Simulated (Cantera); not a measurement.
Charge: 1 mol Si, 2.2 mol NF₃, 0.52 mol N₂, held at 1023.15 K and 6.80e-5 bar.

Equilibrium computed with Cantera from the NASA thermochemical tables; the gas is ideal and each condensed phase is pure. Candidate condensed phases: Si, Si₃N₄; 16 gas species. Equilibrium is a limit: real reactors are often held back by kinetics, nucleation or transport.

Base state: F 0.496, N₂ 0.311, SiF₄ 0.192, F₂ 0.00111 (mole fractions); condensed: gas only.

Q: What changes in the equilibrium state with this change: N₂ from 0.52 to 30 mol?

A: 
| species | before | after |
|---|---|---|
| N₂ | 0.311 | 0.896 |
| F | 0.496 | 0.0749 |
| SiF₄ | 0.192 | 0.0288 |
| F₂ | 0.00111 | 2.53e-5 |

Q: What changes in the equilibrium state with this change: pressure from 6.80e-5 bar to 0.0100 bar?

A: 
| species | before | after |
|---|---|---|
| F | 0.496 | 0.365 |
| N₂ | 0.311 | 0.338 |
| SiF₄ | 0.192 | 0.209 |
| F₂ | 0.00111 | 0.0884 |
| NF₃ | <1e-9 | 4.39e-5 |
